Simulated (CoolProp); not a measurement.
Vapour pressure (bar) of normal hydrogen: the reference equation beside estimates from Tc = -240.0 °C, pc = 12.96 bar, ω = -0.219. Clausius-Clapeyron is anchored at -247.95 °C with a constant enthalpy of vaporisation of 0.8195 kJ/mol.

The numbers come from the reference Helmholtz-energy equation of state, Leachman 2009 in CoolProp.

| T (°C) | reference | Clausius-Clapeyron | van der Waals |
|---|---|---|---|
| -249.35 | 2.466 | ? | 2.956 |
| -248.65 | 2.883 | ? | 3.412 |
| -247.95 | 3.348 | 3.348 | 3.911 |
| -247.25 | 3.862 | ? | 4.454 |
| -246.55 | ? | 4.113 | 5.043 |
| -245.75 | 5.147 | 4.583 | 5.774 |
| -245.05 | 5.838 | 5.012 | 6.465 |
| -244.35 | 6.593 | 5.458 | 7.206 |
| -243.65 | 7.414 | 5.920 | ? |
| -242.95 | 8.305 | 6.397 | 8.839 |
| -242.25 | 9.272 | 6.888 | 9.734 |
| -241.55 | 10.32 | 7.392 | 10.68 |
| -240.85 | 11.45 | ? | 11.68 |

Q: Some entries are withheld; supply them.

A: 
- -249.35, Clausius-Clapeyron: 2.660
- -248.65, Clausius-Clapeyron: 2.994
- -247.25, Clausius-Clapeyron: 3.721
- -246.55, reference: 4.430
- -243.65, van der Waals: 7.997
- -240.85, Clausius-Clapeyron: 7.909

Absolute difference from the reference over all 13 rows, mean and median: Clausius-Clapeyron 14.8 and 14.1 %, van der Waals 10.9 and 10.7 %.
